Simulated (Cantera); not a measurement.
Input: 1 mol NH₃, 0.18 mol H₂, 7.6 mol O₂, equilibrated at 0.270 bar.

Cantera equilibrium calculation (NASA polynomials, part measured and part estimated; ideal gas, pure solids and liquids). Candidate condensed phases: H₂O; 24 gas species. The numbers say what is thermodynamically allowed, not how fast it happens.

x: gas mole fraction; nothing condenses.

```tsv
T (°C)	x O₂	x H₂O	x N₂	x OH	x NO	x O	x H₂
525	0.756	0.188	0.0559	2.15e-9	9.79e-7	<1e-12	<1e-12
625	0.756	0.188	0.0559	3.27e-8	4.54e-6	8.36e-12	1.24e-12
725	0.756	0.188	0.0559	2.90e-7	1.55e-5	2.48e-10	3.42e-11
825	0.756	0.188	0.0559	?	?	?	?
925	0.756	0.188	0.0559	7.63e-6	9.73e-5	4.02e-8	5.07e-9
1025	0.756	0.188	0.0558	2.69e-5	0.000197	2.86e-7	3.48e-8
1125	0.756	0.188	0.0557	7.90e-5	0.000362	1.53e-6	1.82e-7
1225	0.756	0.188	0.0556	0.000201	0.000611	6.60e-6	7.66e-7
1325	0.755	0.188	0.0554	?	?	?	?
1425	0.755	0.187	0.0552	0.000938	0.00144	7.32e-5	8.17e-6
1525	0.754	0.187	0.0549	0.00178	0.00206	0.000200	2.19e-5
1625	0.753	0.186	0.0544	0.00315	0.00284	0.000490	5.29e-5
1725	0.751	0.185	0.0539	0.00526	0.00377	0.00110	0.000117
```

Question: Fill in the missing entries.

Answer: 
- 1325, x OH: 0.000456
- 1325, x NO: 0.000965
- 1325, x O: 2.37e-5
- 1325, x H₂: 2.69e-6
- 825, x OH: 1.72e-6
- 825, x NO: 4.22e-5
- 825, x O: 3.97e-9
- 825, x H₂: 5.22e-10
